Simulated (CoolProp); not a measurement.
Vapour pressure (MPa) of octamethylcyclotetrasiloxane (D4): the reference equation beside estimates from Tc = 586.5 K, pc = 1.347 MPa, ω = 0.598. Clausius-Clapeyron is anchored at 405.8 K with a constant enthalpy of vaporisation of 43.63 kJ/mol.

The numbers come from the reference Helmholtz-energy equation of state, Thol 2015 in CoolProp.

```tsv
T (K)	reference	Lee-Kesler	Clausius-Clapeyron	van der Waals
364	0.005921	0.006031	0.006599	0.1419
370.9	0.007961	0.008071	0.008629	(withheld)
377.9	0.01060	0.01070	0.01121	0.1745
384.9	(withheld)	0.01400	0.01443	0.1927
391.9	0.01802	0.01810	0.01841	0.2121
398.8	0.02300	(withheld)	0.02321	0.2325
405.8	0.02913	0.02915	0.02913	0.2544
412.8	0.03650	0.03650	0.03627	0.2777
419.8	0.04530	0.04525	0.04483	0.3023
426.7	0.05554	0.05545	0.05487	0.3279
433.7	(withheld)	0.06759	0.06692	0.3552
440.7	0.08189	0.08173	0.08110	0.3840
447.7	0.09830	0.09809	0.09769	0.4142
```

Problem. Some entries are withheld; supply them.

Solution. 
- 370.9, van der Waals: 0.1575
- 384.9, reference: 0.01391
- 398.8, Lee-Kesler: 0.02305
- 433.7, reference: 0.06771

Absolute difference from the reference over all 13 rows, mean and median: Lee-Kesler 0.5 and 0.2 %, Clausius-Clapeyron 2.9 and 1.2 %, van der Waals 969.3 and 773.3 %.
